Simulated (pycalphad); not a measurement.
CALPHAD calculation (pycalphad, COST 507 light-alloy database (1999)), 1 atm. These are 1990s assessments: newer ones move some temperatures and phases. Phase fractions are per mole of atoms.

Task: Give the equilibrium state of Al-2.28Si-0.74Mg (at.%) at 617 °C.

Result: fcc, fraction 0.683, with 0.60 Si, 0.35 Mg at.%; liquid, fraction 0.317, with 5.9 Si, 1.6 Mg at.%.

Task: Give the equilibrium state of Al-2.28Si-0.74Mg (at.%) at 337 °C.

Result: 
```
T = 610.00 K, P = 101325 Pa, N = 1 mol of atoms
G = -20565 J/mol, H = 8035 J/mol, S = 46.88 J/(mol K)  (SER reference)
chemical potentials (J/mol): Al -20467, Si -14194, Mg -52993
phase             fraction      x(Al)      x(Si)      x(Mg)
FCC_A1              0.9715     0.9982     0.0010   0.000708
DIAMOND_A4          0.0184   1.66e-09     1.0000       none
MG2SI               0.0101       none     0.3333     0.6667
```

Database names, with the compositions (at.%) that they take in these runs: MG2SI: Mg 67 Si 33. FCC_A1 is fcc; DIAMOND_A4 is diamond (Si). An entry "none" or "no" means that the model of the phase leaves that element out.
